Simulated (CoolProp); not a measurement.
Vapour-liquid equilibrium of benzene (1) + n-nonane (2) at 152.35 °C; x and y are mole fractions of (1).

Values from CoolProp's multi-fluid Helmholtz-energy mixture model, Thol 2012 and Lemmon 2006; pair parameters Bell 2016.

```
x      bubble pressure, mixture model (MPa)  bubble pressure, Raoult's law (MPa)  y, mixture model  y, Raoult's law
-----  ------------------------------------  -----------------------------------  ----------------  ---------------
0.05                                 0.1409                               0.1309             0.273            0.233
0.125                                0.1897                               0.1688             0.488            0.452
0.2                                  0.2340                               0.2067             0.609            0.591
0.275                                0.2748                               0.2446             0.688            0.687
0.35                                 0.3126                               0.2824             0.745            0.757
0.425                                0.3482                               0.3203             0.790            0.810
0.5                                  0.3824                               0.3582             0.826            0.853
0.575                                0.4157                               0.3961             0.858            0.887
0.65                                 0.4487                               0.4340             0.886            0.915
0.725                                0.4820                               0.4719             0.912            0.938
0.8                                  0.5158                               0.5098             0.937            0.959
0.875                                0.5505                               0.5476             0.961            0.976
0.95                                 0.5863                               0.5855             0.985            0.991
```

The largest gap from Raoult's law is +13.2 % in bubble pressure, at x = 0.2. No azeotrope shows between x = 0.05 and 0.95.

Pair parameters are fitted to limited data, so mixtures are less certain than the pure fluids.
